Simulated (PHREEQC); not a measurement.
A solution holds 0.00032 mol/kgw H2SO4, 1.9e-05 mol/kgw K2SO4 and 0.0003 mol/kgw CuSO4, at 70 °C. Closed to the air; pH follows from the charge balance.

Computed with PHREEQC (ion-association model, phreeqc.dat).

Question: The ionic strength comes out as 0.00196 mol/kgw. What activity coefficients do SO4-2, K+, Cu+2, HSO4-, H+ get?

Answer: SO4-2 0.81, K+ 0.95, Cu+2 0.81, HSO4- 0.95, H+ 0.95.

Precipitation was switched off in this run. Away from 25 °C the constants follow the database's enthalpies or fits; those with neither stay at their 25 °C values.
